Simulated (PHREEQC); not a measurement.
Na2CO3 is added in steps, without added water, to 1 kg of water holding 0.016 mol NaHCO3 and 0.096 mol KOH, at 20 °C. Oxygen alone is held at its pressure in air (log pO2 = -0.68). CO2 from the air is kept out. Solids allowed: Nahcolite, Natron. Others were left out.

Base run: PHREEQC, ion-association model, wateq4f.dat. Each further column changes one thing. The table gives NaCO3- (mol/kgw).

```
Na2CO3 added (mol)     base  all activity coefficients set to 1  Davies equation for every ion  database phreeqc.dat
------------------  -------  ----------------------------------  -----------------------------  --------------------
0                   0.00114                                   ?                        0.00112               0.00115
0.0048              0.00219                             0.00479                        0.00216               0.00221
0.0096              0.00345                                   ?                        0.00341               0.00348
0.0144              0.00488                              0.0101                        0.00484               0.00492
0.0192              0.00647                                   ?                        0.00644               0.00650
0.024               0.00818                              0.0163                        0.00817               0.00822
0.0288               0.0100                              0.0196                         0.0100                0.0100
0.0336               0.0119                                   ?                         0.0120                0.0120
0.0384               0.0140                              0.0265                         0.0141                0.0140
0.0432               0.0161                              0.0302                         0.0163                0.0161
0.048                0.0183                                   ?                         0.0186                0.0183
```

Complete the blanks.


- 0, all activity coefficients set to 1: 0.00259
- 0.0096, all activity coefficients set to 1: 0.00732
- 0.0192, all activity coefficients set to 1: 0.0131
- 0.0336, all activity coefficients set to 1: 0.0230
- 0.048, all activity coefficients set to 1: 0.0339

 phreeqc.dat and wateq4f.dat share most of their constants, so their agreement is no independent check.
